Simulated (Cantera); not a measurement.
## Equilibrium for silicon epitaxy and polysilicon growth: SiHCl3 + HCl + N2

Feed: 1 mol SiHCl3, 0.037 mol HCl, 13 mol N2, held at 3.30 mbar.

Equilibrium computed with Cantera from the NASA thermochemical tables; the gas is ideal and each condensed phase is pure. Candidate condensed phases: NH4Cl, Si, Si3N4; 28 gas species. N2 is the only nitrogen source here; it is nearly inert below about 1500 K, so the nitride shown seldom forms there in practice. The tables' values for SiCl3 are old estimates; treat these amounts as uncertain. Rates play no part.

```csv
T (K),log p N2,log p HCl,log p SiCl2,log p SiCl4,log p SiCl3,log p H2,log p Cl,log p SiHCl3,n Si3N4(s)
950,-2.53,-3.68,-8.59,-3.91,-7.01,-4.78,-10.57,-7.34,0.155
1000,-2.53,-3.68,-7.81,-3.91,-6.55,-4.82,-9.94,-7.20,0.156
1050,-2.53,-3.67,-7.11,-3.91,-6.14,-4.85,-9.38,-7.07,0.156
1100,-2.53,-3.67,-6.48,-3.92,-5.77,-4.88,-8.87,-6.95,0.156
1150,-2.53,-3.67,-5.90,-3.92,-5.43,-4.90,-8.40,-6.85,0.155
1200,-2.53,-3.66,-5.38,-3.94,-5.13,-4.92,-7.97,-6.76,0.152
1250,-2.53,-3.67,-4.91,-3.98,-4.87,-4.93,-7.58,-6.69,0.144
1300,-2.53,-3.67,-4.50,-4.05,-4.66,-4.92,-7.24,-6.65,0.127
1350,-2.54,-3.68,-4.16,-4.20,-4.53,-4.89,-6.93,-6.65,0.0956
1400,-2.54,-3.70,-3.91,-4.46,-4.50,-4.81,-6.69,-6.73,0.0518
1450,-2.54,-3.72,-3.75,-4.87,-4.59,-4.69,-6.49,-6.90,0.00904
1500,-2.54,-3.72,-3.72,-5.12,-4.67,-4.73,-6.20,-7.12,0
1550,-2.54,-3.70,-3.71,-5.31,-4.73,-4.83,-5.89,-7.35,0
```
log p: log10 of the partial pressure in bar; n: condensed amount in mol.

From 950 K to 1450 K the condensed part is Si3N4(s). From 1500 K to 1550 K nothing is condensed. The main Si-bearing gas is SiCl4 at 950 K and SiCl2 at 1550 K.
